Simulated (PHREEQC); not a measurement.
Hard or scaling water (model solution)

Make-up at 25 °C: 0.81 mol/kgw MgCl2, 0.00012 mol/kgw CO2 and 0.021 mol/kgw H2SO4. Closed to the air; pH follows from the charge balance.

Model: Pitzer model, pitzer.dat, run in PHREEQC.

No solid was allowed to form.

Question: What pH, osmotic coefficient, density does the model give?

Answer: pH 1.27; osmotic coefficient 1.044; density 1.059 g/cm³.

Question: In which forms is S present?

Answer: SO4-2 87 %, HSO4- 13 % of the S.

Complexes and solids missing from the database can't appear. In brines, pH and single-ion activities rest on the MacInnes convention.
